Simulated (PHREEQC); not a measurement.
# Hard or scaling water (model solution)

Solution (25 °C): 2.2 mmol/kgw BaCl2 and 0.33 mmol/kgw NaF. Closed to the air; pH follows from the charge balance.

Equilibrium calculation in PHREEQC: ion-association model, wateq4f.dat.

```json
{
  "pH": "7.07",
  "ionic_strength": "0.00693 mol/kgw"
}
```

```csv
species,molality,activity,log γ
Cl-,0.00440,0.00402,-0.039
Ba+2,0.00220,0.00156,-0.149
F-,0.000330,0.000302,-0.039
Na+,0.000330,0.000302,-0.038
OH-,1.29e-7,1.18e-7,-0.039
H+,9.16e-8,8.47e-8,-0.034
NaF,5.24e-8,5.25e-8,0.001
HF,3.83e-8,3.83e-8,0.001
```

Precipitation was switched off in this run.
